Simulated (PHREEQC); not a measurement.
Solution (70 °C): 0.027 mol HF, 0.00044 mol CsF, 0.024 mol (NH4)2SiF6 and 0.04 mol HCl per kg of water. Closed to the air; pH follows from the charge balance.

All values are PHREEQC results (ion-association model, wateq4f.dat), not measurements.

Each row changes one thing in this solution. No solid was allowed to form.

```tsv
case	pH	ionic strength (mol/kgw)	HF (mol/kgw)	H2F2 (mol/kgw)	F- (mol/kgw)	HF2- (mol/kgw)
as made	1.50	0.111	0.0294	0.000400	0.000362	4.76e-5
diluted 2-fold with water	1.82	0.0533	0.0192	0.000168	0.000446	3.79e-5
0.002 mol/kgw HBr added	1.48	0.113	0.0295	0.000404	0.000348	4.61e-5
HCl from 0.04 to 0.06 mol/kgw	1.33	0.130	0.0309	0.000444	?	3.64e-5
0.025 mol/kgw (NH4)2HPO4 added	2.34	0.128	0.0245	0.000280	0.00210	0.000232
(NH4)2SiF6 left out	1.47	?	0.0265	0.000320	0.000269	3.15e-5
HF from 0.027 to 0.0405 mol/kgw	1.49	0.112	0.0394	0.000721	0.000475	8.40e-5
0.0043 mol/kgw NH3 added	1.55	0.111	0.0289	0.000388	0.000399	5.18e-5
```

**Question.** Fill in the missing entries.

**Answer.** 
- HCl from 0.04 to 0.06 mol/kgw, F- (mol/kgw): 0.000262
- (NH4)2SiF6 left out, ionic strength (mol/kgw): 0.0403

Some of these states are supersaturated (in Quartz (slow to form), Chalcedony (slow to form), for instance). At this temperature some constants are extrapolated from 25 °C, and those without enthalpy data are left unchanged. SiF6-2 is the database's only silicon fluoride.
